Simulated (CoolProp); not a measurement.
Chlorine along the isobar 789 kPa: fugacity coefficient from the reference equation and from simpler models built on Tc = 416.9 K, pc = 7642 kPa, ω = 0.070; each cubic takes its own stable root.

Computed with CoolProp (reference Helmholtz-energy equation of state, Thol 2021).

```tsv
T (K)	phase	reference
287.2	liquid	0.6672
292.1	liquid	0.7613
297	liquid	0.8637
301.9	gas	0.9063
306.7	gas	0.9110
311.6	gas	0.9156
316.5	gas	0.9198
321.4	gas	0.9238
326.3	gas	0.9275
331.1	gas	0.9309
336	gas	0.9342
340.9	gas	0.9372
345.8	gas	0.9401
350.7	gas	0.9428
```

Question: How far does each simpler model (van der Waals, Peng-Robinson) lie from the reference over these 14 states: mean and median of the absolute difference, and the worst?

Answer: 
- van der Waals: mean 6.5 %, median 2.3 %, worst +38.9 % at 287.2 K and 789 kPa
- Peng-Robinson: mean 0.3 %, median 0.3 %, worst +0.9 % at 287.2 K and 789 kPa

At some of these states van der Waals gives the other phase, because its saturation line lies elsewhere.
